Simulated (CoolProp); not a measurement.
Vapour-liquid equilibrium of nitrogen (1) + carbon monoxide (2) at 2.85 bar; x and y are mole fractions of (1).

Model: multi-fluid Helmholtz-energy mixture model, Span 2000 and Lemmon 2006; pair parameters Gernert 2013, in CoolProp.

```json
[
 {"x": "0.05", "bubble temperature (°C)": "-181.5", "y at the bubble point": "0.074", "dew temperature at overall composition x (°C)": "-181.4", "liquid density (mol/L)": "26.66"},
 {"x": "0.15", "bubble temperature (°C)": "-182.1", "y at the bubble point": "0.211", "dew temperature at overall composition x (°C)": "-181.8", "liquid density (mol/L)": "26.71"},
 {"x": "0.25", "bubble temperature (°C)": "-182.7", "y at the bubble point": "0.335", "dew temperature at overall composition x (°C)": "-182.3", "liquid density (mol/L)": "26.76"},
 {"x": "0.35", "bubble temperature (°C)": "-183.2", "y at the bubble point": "0.448", "dew temperature at overall composition x (°C)": "-182.8", "liquid density (mol/L)": "26.80"},
 {"x": "0.45", "bubble temperature (°C)": "-183.7", "y at the bubble point": "0.549", "dew temperature at overall composition x (°C)": "-183.2", "liquid density (mol/L)": "26.84"},
 {"x": "0.55", "bubble temperature (°C)": "-184.2", "y at the bubble point": "0.642", "dew temperature at overall composition x (°C)": "-183.7", "liquid density (mol/L)": "26.88"},
 {"x": "0.65", "bubble temperature (°C)": "-184.6", "y at the bubble point": "0.728", "dew temperature at overall composition x (°C)": "-184.2", "liquid density (mol/L)": "26.92"},
 {"x": "0.75", "bubble temperature (°C)": "-185.0", "y at the bubble point": "0.809", "dew temperature at overall composition x (°C)": "-184.7", "liquid density (mol/L)": "26.96"},
 {"x": "0.85", "bubble temperature (°C)": "-185.3", "y at the bubble point": "0.886", "dew temperature at overall composition x (°C)": "-185.2", "liquid density (mol/L)": "27.01"},
 {"x": "0.95", "bubble temperature (°C)": "-185.7", "y at the bubble point": "0.962", "dew temperature at overall composition x (°C)": "-185.6", "liquid density (mol/L)": "27.05"}
]
```

No azeotrope shows between x = 0.05 and 0.95.

Pair parameters are fitted to limited data, so mixtures are less certain than the pure fluids.
